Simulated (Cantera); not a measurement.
What does this Cantera script print?

```python
import numpy as np
import cantera as ct

gas = ct.Solution("gri30.yaml")
gas.TPX = 600, 500000, {'CH4': 1, 'C2H6': 0.42, 'O2': 3.15, 'N2': 11.9, 'H2O': 0.79}
inlet = ct.Reservoir(gas, clone=True)
gas.equilibrate("HP")  # start burning
reactor = ct.IdealGasConstPressureReactor(gas, energy="on", clone=False)
exhaust = ct.Reservoir(gas, clone=True)
tau = [0.12, 0.048, 0.02, 0.0081, 0.0033, 0.0014, 0.00057, 0.00023, 9.6e-05, 4e-05, 1.6e-05][0]
for a, b in ((inlet, reactor), (reactor, exhaust)):
    ct.MassFlowController(a, b, mdot=lambda t: reactor.mass / tau)
net = ct.ReactorNet([reactor])
show = ['CH4', 'C2H6', 'O2', 'H2O', 'C2H2']

rows = []
print(f"{'tau/s':>10s}{'T/K':>9s}" + "".join(f"{s:>11s}" for s in show))
for tau in [0.12, 0.048, 0.02, 0.0081, 0.0033, 0.0014, 0.00057, 0.00023, 9.6e-05, 4e-05, 1.6e-05]:
    net.initial_time = 0.0
    net.advance(30 * tau)
    before = gas.X
    net.advance(40 * tau)
    drift = np.max(np.abs(gas.X - before) / (gas.X + 1e-9))
    rows.append([gas.T, *gas[show].X, drift])
    print(f"{tau:10.3e}{gas.T:9.1f}" + "".join(f"{x:11.3e}" for x in gas[show].X))
```

Output:

```
     tau/s      T/K        CH4       C2H6         O2        H2O       C2H2
 1.200e-01   2349.0  1.491e-06  1.945e-08  5.322e-04  2.134e-01  3.322e-07
 4.800e-02   2346.8  3.278e-06  4.796e-08  6.329e-04  2.132e-01  7.634e-07
 2.000e-02   2342.2  6.364e-06  1.123e-07  8.307e-04  2.128e-01  1.585e-06
 8.100e-03   2333.5  1.151e-05  2.667e-07  1.214e-03  2.120e-01  3.112e-06
 3.300e-03   2319.0  1.961e-05  6.199e-07  1.871e-03  2.108e-01  5.630e-06
 1.400e-03   2298.1  3.237e-05  1.368e-06  2.861e-03  2.090e-01  9.323e-06
 5.700e-04   2267.2  5.652e-05  3.097e-06  4.398e-03  2.065e-01  1.501e-05
 2.300e-04   2225.0  1.059e-04  7.057e-06  6.623e-03  2.033e-01  2.356e-05
 9.600e-05   2172.5  2.137e-04  1.603e-05  9.712e-03  1.997e-01  3.743e-05
 4.000e-05   2101.9  5.189e-04  4.098e-05  1.490e-02  1.957e-01  7.201e-05
 1.600e-05    600.0  5.794e-02  2.433e-02  1.825e-01  4.577e-02 -1.127e-17
```

Model: GRI-Mech 3.0 (53 species, 325 reactions), integrated in Cantera.
